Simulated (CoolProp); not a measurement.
Vapour-liquid equilibrium of propane (1) + c-C4F8 (RC318) (2) at 253.8 K; x and y are mole fractions of (1).

Values from CoolProp's multi-fluid Helmholtz-energy mixture model, Lemmon 2009 and Platzer 1990; pair parameters Bell 2016. This equation is an older, rougher fit; its heat capacities, sound speeds and derivatives of the liquid may be far off and weren't checked against measurements.

Problem. Give the bubble pressure and the first vapour's composition at x = 0.05, 0.25, 0.35. Is there an azeotrope?

Solution. x = 0.05: 0.09144 MPa, y = 0.405; x = 0.25: 0.1852 MPa, y = 0.744; x = 0.35: 0.2083 MPa, y = 0.785. No azeotrope shows between x = 0.05 and 0.95.

The pair parameters rest on a limited set of measurements; away from them the model extrapolates. With so large a gap from Raoult's law the liquid may split in two, which this calculation doesn't test in full.
